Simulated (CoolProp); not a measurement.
Properties of carbon dioxide along the isobar 16400 kPa.

Computed with CoolProp (reference Helmholtz-energy equation of state, Span 1996).

```tsv
T (K)	phase	density (kg/m³)	cv (kJ/(kg K))	Joule-Thomson coefficient (K/MPa)	isothermal compressibility (1/MPa)	viscosity (µPa s)
294.6	liquid	906.9	0.9202	0.3300	0.008031	94.4
317.2	supercritical	773.1	0.9290	0.9142	0.01964	67.4
339.9	supercritical	590.5	0.9455	2.153	0.05659	44.8
362.5	supercritical	?	0.9133	3.300	0.08313	?
385.2	supercritical	335.4	0.8848	3.540	?	28.3
407.9	supercritical	283.9	0.8689	3.384	0.07453	27.0
430.5	supercritical	?	0.8627	?	0.07068	?
453.2	supercritical	225.8	0.8625	2.838	0.06797	26.8
475.8	supercritical	207.0	0.8660	2.571	0.06602	27.2
498.5	supercritical	191.9	0.8719	2.326	0.06456	27.7
521.1	supercritical	179.4	0.8793	2.106	0.06345	28.3
543.8	supercritical	168.8	0.8877	1.909	0.06257	28.9
```

Question: What belongs in the gaps?

Answer: 
- 362.5, density (kg/m³): 425.7
- 362.5, viscosity (µPa s): 32.3
- 385.2, isothermal compressibility (1/MPa): 0.07987
- 430.5, density (kg/m³): 250.2
- 430.5, Joule-Thomson coefficient (K/MPa): 3.120
- 430.5, viscosity (µPa s): 26.7

Viscosity comes from a separate model (Laesecke 2017).
